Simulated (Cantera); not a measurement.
A closed system holds: 1 mol Fe2O3, 4.9 mol CH4, 0.26 mol H2, held at 0.000640 bar.

These are equilibrium values from Cantera (NASA tables, ideal gas, pure condensed phases), not measurements of a reactor. Candidate condensed phases: C, C6H6, C7H8, C8H18, Fe, Fe(CO)5, FeO, Fe(OH)2, Fe(OH)3, Fe2O3, Fe3O4, H2O; 114 gas species. Iron dissolves carbon and melts from about 1420 K in contact with it, which pure phases cannot show. Condensed phases not in the tables: cementite and carbon dissolved in iron. Rates play no part.

x: gas mole fraction; n: condensed amount in mol.

```
T (K)   x H2   x CO       x H     x Fe  n C(graphite)  n Fe(α)  n Fe(γ)
-----  -----  -----  --------  -------  -------------  -------  -------
1125   0.770  0.230   1.54e-6  5.26e-9           1.90     2.00        0
1150   0.770  0.230         …        …           1.90     2.00        0
1175   0.770  0.230         …        …           1.90     2.00        0
1200   0.770  0.230   6.85e-6  7.75e-8           1.90        0     2.00
1225   0.770  0.230   1.08e-5  1.76e-7           1.90        0     2.00
1250   0.770  0.230   1.68e-5  3.87e-7           1.90        0     2.00
1275   0.770  0.230   2.56e-5  8.25e-7           1.90        0     2.00
1300   0.770  0.230   3.84e-5  1.71e-6           1.90        0     2.00
1325   0.770  0.230   5.67e-5  3.43e-6           1.90        0     2.00
1350   0.770  0.230   8.27e-5  6.72e-6           1.90        0     2.00
1375   0.770  0.230  0.000119  1.28e-5           1.90        0     2.00
1400   0.770  0.230  0.000169  2.39e-5           1.90        0     2.00
1425   0.770  0.230  0.000237  4.37e-5           1.90        0     2.00
```

Q: What belongs in the gaps?

A: 
- 1150, x H: 2.59e-6
- 1150, x Fe: 1.34e-8
- 1175, x H: 4.25e-6
- 1175, x Fe: 3.29e-8
